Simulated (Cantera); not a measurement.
# Equilibrium for silicon oxide and oxynitride deposition: SiCl₄ + N₂O + O₂

Feed: 1 mol SiCl₄, 2.4 mol N₂O, 0.14 mol O₂, equilibrated at 120 Pa.

Cantera equilibrium calculation (NASA polynomials, part measured and part estimated; ideal gas, pure solids and liquids). Candidate condensed phases: Si, SiO₂, Si₂N₂O, Si₃N₄; 23 gas species. The tables hold silica as quartz up to 1696 K and as liquid above; real silica turns to tridymite and cristobalite and melts near 1996 K. The numbers say what is thermodynamically allowed, not how fast it happens.

From 1325 K to 1675 K the condensed part is SiO₂(β-quartz). From 1725 K to 1775 K the condensed part is SiO₂(condensed). The main Si-bearing gas is SiCl₄ at 1325 K and SiO at 1775 K.

| T (K) | x Cl | x N₂ | x Cl₂ | x O₂ | x NO | n SiO₂(β-quartz) | n SiO₂(condensed) |
|---|---|---|---|---|---|---|---|
| 1325 | 0.227 | 0.449 | 0.260 | 0.0634 | 0.000193 | 1.00 | 0 |
| 1375 | 0.305 | 0.429 | 0.205 | 0.0606 | 0.000249 | 1.00 | 0 |
| 1425 | 0.383 | 0.409 | 0.149 | 0.0578 | 0.000314 | 1.000 | 0 |
| 1475 | 0.451 | 0.392 | 0.101 | 0.0553 | 0.000391 | 1.000 | 0 |
| 1525 | 0.503 | 0.379 | 0.0640 | 0.0534 | 0.000482 | 1.000 | 0 |
| 1575 | 0.539 | 0.370 | 0.0390 | 0.0520 | 0.000592 | 1.000 | 0 |
| 1625 | 0.561 | 0.364 | 0.0233 | 0.0511 | 0.000722 | 1.000 | 0 |
| 1675 | 0.574 | 0.361 | 0.0140 | 0.0506 | 0.000874 | 1.000 | 0 |
| 1725 | 0.581 | 0.359 | 0.00848 | 0.0501 | 0.00105 | 0 | 1.000 |
| 1775 | 0.586 | 0.357 | 0.00524 | 0.0497 | 0.00125 | 0 | 1.000 |
x: gas mole fraction; n: condensed amount in mol.
